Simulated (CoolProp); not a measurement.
Model: reference Helmholtz-energy equation of state, Platzer 1990, in CoolProp. This equation is an older, rougher fit; its heat capacities, sound speeds and derivatives of the liquid may be far off and weren't checked against measurements.

Task: Give the vapour pressure (kPa), liquid density (kg/m³), liquid conductivity (mW/(m K)) of saturated CF4 (R14) at -141.85, -120.95 °C.

Result: 
```tsv
T (°C)	p (kPa)	liquid density (kg/m³)	liquid conductivity (mW/(m K))
-141.85	34.1	1670	106
-120.95	163	1560	90.2
```

Thermal conductivity comes from a separate model (Huber 2003), an estimate that may be off by 10 % or more.
